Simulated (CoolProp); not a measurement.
Vapour-liquid equilibrium of R152A (1) + methanol (2) at 0.442 bar; x and y are mole fractions of (1).

Model: multi-fluid Helmholtz-energy mixture model, Outcalt 1996 and de Reuck 1993; pair parameters Bell 2016, in CoolProp.

**Question.** Give the bubble temperature and the first vapour's composition at x = 0.05, 0.45, 0.55. Is there an azeotrope?

**Answer.** x = 0.05: -12.1 °C, y = 0.960; x = 0.45: -33.5 °C, y = 0.993; x = 0.55: -34.3 °C, y = 0.993. No azeotrope shows between x = 0.05 and 0.95.

The pair parameters rest on a limited set of measurements; away from them the model extrapolates. With so large a gap from Raoult's law the liquid may split in two, which this calculation doesn't test in full.
